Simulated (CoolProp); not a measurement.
Vapour-liquid equilibrium of acetone (1) + water (2) at 465.4 K; x and y are mole fractions of (1).

The numbers come from the multi-fluid Helmholtz-energy mixture model, Lemmon 2006 and Wagner 2002; pair parameters Bell 2016 in CoolProp.

```json
[
 {"x": "0.05", "bubble pressure (bar)": "15.25", "y at the bubble point": "0.164", "dew pressure at overall composition x (bar)": "13.76", "liquid density (mol/L)": "42.90"},
 {"x": "0.15", "bubble pressure (bar)": "18.33", "y at the bubble point": "0.349", "dew pressure at overall composition x (bar)": "15.05", "liquid density (mol/L)": "34.30"},
 {"x": "0.25", "bubble pressure (bar)": "20.31", "y at the bubble point": "0.450", "dew pressure at overall composition x (bar)": "16.58", "liquid density (mol/L)": "28.05"},
 {"x": "0.35", "bubble pressure (bar)": "21.63", "y at the bubble point": "0.518", "dew pressure at overall composition x (bar)": "18.35", "liquid density (mol/L)": "23.34"},
 {"x": "0.45", "bubble pressure (bar)": "22.58", "y at the bubble point": "0.575", "dew pressure at overall composition x (bar)": "20.32", "liquid density (mol/L)": "19.68"},
 {"x": "0.55", "bubble pressure (bar)": "23.33", "y at the bubble point": "0.632", "dew pressure at overall composition x (bar)": "22.19", "liquid density (mol/L)": "16.80"},
 {"x": "0.65", "bubble pressure (bar)": "23.91", "y at the bubble point": "0.695", "dew pressure at overall composition x (bar)": "23.52", "liquid density (mol/L)": "14.49"},
 {"x": "0.75", "bubble pressure (bar)": "24.30", "y at the bubble point": "0.768", "dew pressure at overall composition x (bar)": "24.23", "liquid density (mol/L)": "12.61"},
 {"x": "0.85", "bubble pressure (bar)": "24.48", "y at the bubble point": "0.852", "dew pressure at overall composition x (bar)": "24.48", "liquid density (mol/L)": "11.06"},
 {"x": "0.95", "bubble pressure (bar)": "24.43", "y at the bubble point": "0.948", "dew pressure at overall composition x (bar)": "24.43", "liquid density (mol/L)": "9.777"}
]
```

y crosses x between x = 0.85 and 0.95: the model has an azeotrope there.

Pair parameters are fitted to limited data, so mixtures are less certain than the pure fluids.
